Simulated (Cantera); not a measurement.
Feed: 1 mol Si, 3.9 mol HCl, 19 mol H2, at 398 Torr.

Cantera equilibrium calculation (NASA polynomials, part measured and part estimated; ideal gas, pure solids and liquids). Candidate condensed phases: Si; 19 gas species. Rates play no part.

**Question.** At 750 K, list the 5 most abundant gas species with their mole fractions, and the condensed phases.

**Answer.** H2 0.952, SiCl4 0.0387, SiHCl3 0.00683, HCl 0.00244, SiH2Cl2 8.84e-5. Condensed: gas only.
